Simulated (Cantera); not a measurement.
Charge: 1 mol MgO, 2 mol HCl, at 75.0 Torr.

Cantera equilibrium calculation (NASA polynomials, part measured and part estimated; ideal gas, pure solids and liquids). Candidate condensed phases: H2O, Mg, MgCl2, MgO, Mg(OH)2; 22 gas species. Mutual solubility and eutectic melting of coexisting phases are not modelled. Rates play no part.

Problem. Which condensed phases are stable at each of these points (T (°C)): 775, 825, 875, 925, 975, 1025, 1075, 1125, 1175, 1225, 1275, 1325, 1375?

Solution. 
```tsv
T (°C)	condensed phases	Mg condensed (%)
775	MgCl2(l) + MgO(s)	98.9
825	MgO(s)	98.2
875	MgO(s)	97.4
925	MgO(s)	96.5
975	MgO(s)	95.4
1025	MgO(s)	94.1
1075	MgO(s)	92.6
1125	MgO(s)	90.9
1175	MgO(s)	89.1
1225	MgO(s)	87.1
1275	MgO(s)	84.9
1325	MgO(s)	82.6
1375	MgO(s)	80.3
```

At 775 °C the condensed part is MgCl2(l) + MgO(s). From 825 °C to 1375 °C the condensed part is MgO(s).
